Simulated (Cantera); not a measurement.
## Reactions in the system I-Mg-O

Standard-state values (1 bar) from the NASA 1993 polynomials, evaluated with Cantera. Values are per mole of reaction as written; species without (g) are pure solids or liquids, kept so even where they would boil at 1 bar.

3 MgI2 + O3(g) = 3 MgO + 3 I2(g)

```json
[
 {"T (K)": "375", "ΔH° (kJ)": "-660.5", "ΔS° (J/K)": "225.5", "ΔG° (kJ)": "-745.1", "log10 K": "103.78", "condensed phases": "MgI2(s), MgO(s)"},
 {"T (K)": "475", "ΔH° (kJ)": "-664.5", "ΔS° (J/K)": "216.1", "ΔG° (kJ)": "-767.2", "log10 K": "84.36", "condensed phases": "MgI2(s), MgO(s)"},
 {"T (K)": "575", "ΔH° (kJ)": "-668.7", "ΔS° (J/K)": "208.1", "ΔG° (kJ)": "-788.4", "log10 K": "71.62", "condensed phases": "MgI2(s), MgO(s)"},
 {"T (K)": "675", "ΔH° (kJ)": "-673.2", "ΔS° (J/K)": "200.9", "ΔG° (kJ)": "-808.8", "log10 K": "62.59", "condensed phases": "MgI2(s), MgO(s)"},
 {"T (K)": "775", "ΔH° (kJ)": "-678.0", "ΔS° (J/K)": "194.2", "ΔG° (kJ)": "-828.6", "log10 K": "55.84", "condensed phases": "MgI2(s), MgO(s)"},
 {"T (K)": "875", "ΔH° (kJ)": "-683.1", "ΔS° (J/K)": "188.1", "ΔG° (kJ)": "-847.7", "log10 K": "50.60", "condensed phases": "MgI2(s), MgO(s)"},
 {"T (K)": "975", "ΔH° (kJ)": "-778.7", "ΔS° (J/K)": "82.9", "ΔG° (kJ)": "-859.5", "log10 K": "46.05", "condensed phases": "MgI2(l), MgO(s)"},
 {"T (K)": "1075", "ΔH° (kJ)": "-787.6", "ΔS° (J/K)": "74.2", "ΔG° (kJ)": "-867.4", "log10 K": "42.14", "condensed phases": "MgI2(l), MgO(s)"},
 {"T (K)": "1175", "ΔH° (kJ)": "-796.2", "ΔS° (J/K)": "66.6", "ΔG° (kJ)": "-874.4", "log10 K": "38.87", "condensed phases": "MgI2(l), MgO(s)"},
 {"T (K)": "1275", "ΔH° (kJ)": "-804.6", "ΔS° (J/K)": "59.7", "ΔG° (kJ)": "-880.7", "log10 K": "36.08", "condensed phases": "MgI2(l), MgO(s)"}
]
```
